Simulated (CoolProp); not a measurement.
A simple Rankine cycle with ethylbenzene: condensing at 320.15 K, boiler at 0.454 MPa, turbine inlet 490.8 K, turbine efficiency 0.8, pump efficiency 0.8, no recuperator. Each further row changes one setting.

The numbers come from the reference Helmholtz-energy equation of state, Zhou 2012 in CoolProp.

```tsv
case	thermal efficiency (%)	net work (kJ/kg)	heat in (kJ/kg)	turbine exit temperature (K)	volume ratio over the turbine
as stated	19.4	126	646	411.7	105
turbine inlet 510.8 K	?	132	?	432.2	104
condensing temperature 312.15 K	?	135	661	?	154
boiler pressure 0.318 MPa	18.2	119	651	419.1	71.9
turbine efficiency 0.7	17.0	110	646	421.2	107
```

Problem. What belongs in the gaps?

Solution. 
- turbine inlet 510.8 K, thermal efficiency (%): 19.2
- turbine inlet 510.8 K, heat in (kJ/kg): 687
- condensing temperature 312.15 K, thermal efficiency (%): 20.5
- condensing temperature 312.15 K, turbine exit temperature (K): 405.8
